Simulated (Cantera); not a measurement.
Charge: 1 mol c-C4F8, 1 mol CH4, 0.55 mol H2, 0.45 mol Si, at 2200 K and 7.50 Torr.

Equilibrium computed with Cantera from the NASA thermochemical tables; the gas is ideal and each condensed phase is pure. Candidate condensed phases: C, C6H6, C7H8, C8H18, Si, SiC; 113 gas species. The feed counts by its element totals alone. The tables' values for SiF3 are old estimates; treat these amounts as uncertain. Gases not in the tables: C2F6 and larger saturated fluorocarbons. Rates play no part.

Base state: HF 0.817, SiF4 0.0720, F 0.0591, CF2 0.0427, CF4 0.00727, CF3 0.000779, CF 0.000670, SiF3 0.000104 (mole fractions); condensed: C(graphite).

Q: What changes in the equilibrium state with this change: temperature from 2200 K to 2100 K?

A: 
| species | before | after |
|---|---|---|
| HF | 0.817 | 0.839 |
| SiF4 | 0.0720 | 0.0740 |
| CF2 | 0.0427 | 0.0340 |
| F | 0.0591 | 0.0330 |
| CF4 | 0.00727 | 0.0192 |
| CF | 0.000670 | 0.000245 |
| SiF3 | 0.000104 | 3.95e-5 |
| H | 3.78e-5 | 1.49e-5 |
| C(graphite), mol | 4.68 | 4.67 |
